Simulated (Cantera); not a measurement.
## SiH2Cl2 + H2 (silicon epitaxy and polysilicon growth)

Charge: 1 mol SiH2Cl2, 120 mol H2, at 1.20 bar.

Equilibrium computed with Cantera from the NASA thermochemical tables; the gas is ideal and each condensed phase is pure. Candidate condensed phases: Si; 19 gas species. The tables' values for SiCl3 are old estimates; treat these amounts as uncertain. Rates play no part.

```csv
T (K),log p H2,log p HCl,log p SiHCl3,log p SiCl4,n Si(s)
873,0.08,-2.85,-2.48,-2.74,0.422
923,0.08,-2.63,-2.51,-2.76,0.451
973,0.08,-2.43,-2.55,-2.80,0.490
1023,0.08,-2.26,-2.60,-2.87,0.543
1073,0.08,-2.12,-2.68,-2.96,0.606
1123,0.07,-2.00,-2.78,-3.09,0.676
1173,0.07,-1.91,-2.93,-3.28,0.746
1223,0.07,-1.84,-3.11,-3.52,0.806
1273,0.07,-1.80,-3.34,-3.82,0.849
1323,0.07,-1.78,-3.60,-4.15,0.876
1373,0.07,-1.76,-3.86,-4.50,0.891
1423,0.07,-1.76,-4.13,-4.85,0.898
1473,0.07,-1.75,-4.38,-5.18,0.901
1523,0.07,-1.75,-4.62,-5.50,0.902
```
log p: log10 of the partial pressure in bar; n: condensed amount in mol.

From 873 K to 1523 K the condensed part is Si(s). The main Si-bearing gas is SiHCl3 at 873 K and SiCl2 at 1523 K. The share of Si in condensed phases is highest at 1523 K (90.2 %) and lowest at 873 K (42.2 %).
